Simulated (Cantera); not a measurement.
A Cantera script and what it prints.

```python
import numpy as np
import cantera as ct

gas_names = """
    F F2 N NF NF2 NF3 N2 Si SiF SiF2 SiF3 SiF4 SiN Si2 Si2N Si3
""".split()
cond_names = """
    Si(cr) Si(L) Si3N4(a)
""".split()


# ... load() reads the species with a 1 bar reference pressure and builds the phases ...
atoms = {
    'Si3N4': {'Si': 3, 'N': 4},
    'NF3': {'N': 1, 'F': 3},
    'N2': {'N': 2},
}
top_T = {'Si3N4(a)': 2400}  # K; cautious upper limits of use, not melting points


# ... equilibrate(T, P, feed) seeds the gas with the atoms and calls Mixture.equilibrate('TP', solver="vcs", rtol=1e-11, max_steps=5000) ...
results = []
feed = {'Si3N4': 1, 'NF3': 0.53, 'N2': 20}  # mol
T = 923  # K
P = 5.3  # Pa
mix = equilibrate(T, P, feed)
results.append((T, P, feed, dict(zip(mix.species_names, mix.species_moles))))
print(gas.report(threshold=0.0001))
for i in range(1, mix.n_phases):
    print(f"{mix.phase(i).name:16s} {mix.phase_moles(i):12.5e} mol")
```

Result:

```
       temperature   923 K
          pressure   5.3 Pa
           density   2.0345e-05 kg/m^3
  mean mol. weight   29.459 kg/kmol
   phase of matter   gas

                          1 kg             1 kmol
                     ---------------   ---------------
          enthalpy       -3.7261e+05       -1.0977e+07  J
   internal energy       -6.3312e+05       -1.8651e+07  J
           entropy             10565        3.1122e+05  J/K
    Gibbs function       -1.0124e+07       -2.9824e+08  J
 heat capacity c_p            1139.9             33580  J/K
 heat capacity c_v            857.65             25265  J/K

                      mass frac. Y      mole frac. X     chem. pot. / RT
                     ---------------   ---------------   ---------------
                N2           0.93289             0.981           -34.524
              SiF4          0.067094          0.018991           -262.94
     [  +14 minor]        1.3878e-05         4.806e-06

Si(cr)            0.00000e+00 mol
Si3N4(a)          8.67492e-01 mol
```

Equilibrium computed with Cantera from the NASA thermochemical tables; the gas is ideal and each condensed phase is pure.
